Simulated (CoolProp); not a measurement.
Ethylene at 171.75 K and 5.04 MPa is throttled through a valve to 2.12 MPa with no heat exchange. Each further row changes one setting.

The numbers come from the reference Helmholtz-energy equation of state, Smukala 2000 in CoolProp.

```
case                       temperature change (K)  final density (kg/m³)
-------------------------  ----------------------  ---------------------
as stated                                     ___                    ___
outlet pressure 0.636 MPa                     ___                    ___
outlet pressure 2.76 MPa                      ___                    ___
```

Problem. Some entries are withheld; supply them.

Solution. 
- as stated, temperature change (K): +1.2
- as stated, final density (kg/m³): 565
- outlet pressure 0.636 MPa, temperature change (K): +1.8
- outlet pressure 0.636 MPa, final density (kg/m³): 562
- outlet pressure 2.76 MPa, temperature change (K): +1.0
- outlet pressure 2.76 MPa, final density (kg/m³): 566
